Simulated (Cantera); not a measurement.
Cantera with NASA thermochemical tables; ideal gases at 1 bar, condensed phases pure. Values are per mole of reaction as written; species without (g) are pure solids or liquids, kept so even where they would boil at 1 bar.

Cl(g) + Li = LiCl(g), with ΔH° = -317.0 kJ and ΔS° = 18.5 J/K at 300 K.

Task: How far is the shortcut ΔG° ≈ ΔH°(300 K) − T·ΔS°(300 K) from the full temperature-dependent value at 1600, 1650, 1700, 1750, 1800, 1850 K?

Result: 
```json
[
 {"T (K)": "1600", "shortcut (kJ)": "-346.7", "full (kJ)": "-318.4", "difference (kJ)": "-28.3", "difference in log10 K": "0.92", "condensed phases": "Li(l)"},
 {"T (K)": "1650", "shortcut (kJ)": "-347.6", "full (kJ)": "-317.7", "difference (kJ)": "-29.9", "difference in log10 K": "0.95", "condensed phases": "Li(l)"},
 {"T (K)": "1700", "shortcut (kJ)": "-348.5", "full (kJ)": "-317.1", "difference (kJ)": "-31.5", "difference in log10 K": "0.97", "condensed phases": "Li(l)"},
 {"T (K)": "1750", "shortcut (kJ)": "-349.5", "full (kJ)": "-316.4", "difference (kJ)": "-33.1", "difference in log10 K": "0.99", "condensed phases": "Li(l)"},
 {"T (K)": "1800", "shortcut (kJ)": "-350.4", "full (kJ)": "-315.7", "difference (kJ)": "-34.7", "difference in log10 K": "1.01", "condensed phases": "Li(l)"},
 {"T (K)": "1850", "shortcut (kJ)": "-351.3", "full (kJ)": "-315.0", "difference (kJ)": "-36.3", "difference in log10 K": "1.03", "condensed phases": "Li(l)"}
]
```
The shortcut ignores heat capacities and the phase changes listed.
